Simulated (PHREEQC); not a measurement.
A solution holds 0.022 mol Fe2(SO4)3 per kg of water, at 25 °C. Closed to the air; pH follows from the charge balance.

Equilibrium calculation in PHREEQC: ion-association model, phreeqc.dat.

Precipitation was switched off in this run.

Q: Order these S species by the share of S that they hold, largest first: FeSO4+, SO4-2, HSO4-, Fe(SO4)2-, FeHSO4+2.

A: FeSO4+ (48 %), SO4-2 (31 %), Fe(SO4)2- (17 %), HSO4- (3.2 %), FeHSO4+2 (0.55 %)

Q: Order these Fe species by the share of Fe that they hold, largest first: Fe(SO4)2-, Fe2(OH)2+4, FeOH+2, FeSO4+, Fe+3.

A: FeSO4+ (72 %), Fe(SO4)2- (13 %), FeOH+2 (5.0 %), Fe2(OH)2+4 (3.9 %), Fe+3 (3.4 %)

The pH is 2.67 and the ionic strength 0.0830 mol/kgw. Saturation is exceeded, for instance for Hematite (slow to form), Goethite (slow to form); the values hold only as long as no solid forms. Species that the database lacks are ignored.
